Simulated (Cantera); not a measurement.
A closed system holds: 1 mol TiO₂, 4.6 mol CO, 12 mol H₂, equilibrated at 2198 K and 0.133 bar.

These are equilibrium values from Cantera (NASA tables, ideal gas, pure condensed phases), not measurements of a reactor. Candidate condensed phases: C, C₆H₆, C₇H₈, C₈H₁₈, H₂O, Ti, TiC, TiO, TiO₂, Ti₂O₃, Ti₃O₅, Ti₄O₇; 113 gas species. Equilibrium is a limit: real reactors are often held back by kinetics, nucleation or transport.

Base state: H₂ 0.693, CO 0.274, H₂O 0.0185, H 0.0127, CO₂ 0.00139, OH 4.72e-5, TiO₂ 1.25e-5, TiO 1.14e-5 (mole fractions); condensed: Ti₃O₅(l).

Question: What changes in the equilibrium state with this change: temperature from 2198 K to 2473.15 K?

Answer: 
```csv
species,before,after
H₂,0.693,0.661
CO,0.274,0.269
H,0.0127,0.0497
H₂O,0.0185,0.0183
TiO,1.14e-5,0.000410
O,6.03e-7,1.37e-5
TiO₂,1.25e-5,0.000242
OH,4.72e-5,0.000276
"Ti₃O₅(l), mol",0.333,0.330
```

Question: What changes in the equilibrium state with this change: temperature from 2198 K to 2100 K?

Answer: 
```
species         before    after
-------------  -------  -------
H₂               0.693    0.698
CO               0.274    0.275
H₂O             0.0185   0.0185
H               0.0127  0.00713
TiO₂           1.25e-5  3.55e-6
TiO            1.14e-5  2.47e-6
OH             4.72e-5  2.25e-5
CO₂            0.00139  0.00147
Ti₃O₅(l), mol    0.333    0.333
```

Question: What changes in the equilibrium state with this change: CO from 4.6 to 2.5 mol?

Answer: 
```tsv
species	before	after
H₂	0.693	0.793
CO	0.274	0.170
H₂O	0.0185	0.0219
H	0.0127	0.0136
TiO₂	1.25e-5	1.26e-5
CO₂	0.00139	0.000891
OH	4.72e-5	5.22e-5
TiO	1.14e-5	1.11e-5
Ti₃O₅(l), mol	0.333	0.333
```
